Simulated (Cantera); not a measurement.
A closed system holds: 1 mol SiH₄, 200 mol H₂, 4.1 mol HCl, equilibrated at 100 Torr.

Cantera equilibrium calculation (NASA polynomials, part measured and part estimated; ideal gas, pure solids and liquids). Candidate condensed phases: Si; 19 gas species. Equilibrium is a limit: real reactors are often held back by kinetics, nucleation or transport.

Over these rows the condensed part is Si(s). Partial pressures as log10 of bar:

```csv
T (K),1000/T (1/K),log p SiHCl₃,log p H₂,log p HCl
923,1.0834,-3.55,-0.88,-3.29
1023,0.9775,-3.70,-0.88,-2.95
1123,0.8905,-4.02,-0.88,-2.73
1223,0.8177,?,-0.88,-2.64
1323,0.7559,-5.20,-0.88,-2.63
1423,0.7027,-5.78,-0.88,-2.62
```

Q: Fit log p(SiHCl₃) = a + b·(1000/T) to the five rows, give the apparent enthalpy, and predict the row at 1223 K.

A: Means: 1000/T = 0.8820, log p = -4.450. Sxy = 0.589584, Sxx = 0.0978042, so b = 6.03 and a = -4.450 − (6.03)×0.8820 = -9.77.
Apparent enthalpy: −19.145 × (6.03) = -115 kJ/mol. With the condensed phases at unit activity, Si(s) + 3 HCl(g) = SiHCl₃(g) + H₂(g) links this pressure to the main gases: over the six rows their terms move log p by +2.01 in all, so the slope isn't that reaction's ΔH° alone. The five rows lie within 0.38 of the line; that is curvature, so one enthalpy describes this range poorly.
Prediction at 1223 K: -9.77 + (6.03)×0.8177 = -4.84. The computed value is -4.57, 0.27 from the line.
